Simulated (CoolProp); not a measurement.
The fluid at 298.15 K and 0.611 MPa expands adiabatically to 0.0632 MPa with isentropic efficiency 0.8. The same conditions are run with several fluids, on thermodynamics alone (safety and materials aside).

The numbers come from the reference Helmholtz-energy equation of state of each fluid (oxygen: Schmidt 1985; C2F6 (R116): Lemmon 2006; R125: Lemmon 2005; R13: Platzer 1990) in CoolProp. The equations of Platzer and Polt are older, rougher fits.

Q: Rank oxygen, C2F6 (R116), R125, R13 by work (kJ/kg), highest first.

A: oxygen (103), R13 (35.7), R125 (31.7), C2F6 (R116) (28.6)

```tsv
fluid	final temperature (K)	final density (kg/m³)
oxygen	184.0	1.33
C2F6 (R116)	254.5	4.17
R125	247.4	3.76
R13	232.2	3.47
```
